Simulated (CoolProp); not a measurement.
Vapour-liquid equilibrium of cyclohexane (1) + ethylbenzene (2) at 315.1 K; x and y are mole fractions of (1).

Model: multi-fluid Helmholtz-energy mixture model, Zhou 2014 and Zhou 2012; pair parameters Bell 2016, in CoolProp.

```
x     bubble pressure (MPa)  y at the bubble point  dew pressure at overall composition x (MPa)  liquid density (mol/L)
----  ---------------------  ---------------------  -------------------------------------------  ----------------------
0.05               0.004709                  0.359                                     0.003324                   8.030
0.15               0.007698                  0.647                                     0.003674                   8.124
0.25                0.01050                  0.770                                     0.004106                   8.218
0.35                0.01309                  0.837                                     0.004653                   8.315
0.45                0.01544                  0.880                                     0.005368                   8.413
0.55                0.01761                  0.910                                     0.006342                   8.513
0.65                0.01963                  0.934                                     0.007744                   8.616
0.75                0.02158                  0.954                                     0.009926                   8.722
0.85                0.02353                  0.973                                      0.01373                   8.831
0.95                0.02556                  0.991                                      0.02116                   8.945
```

No azeotrope shows between x = 0.05 and 0.95.

Pair parameters are fitted to limited data, so mixtures are less certain than the pure fluids.
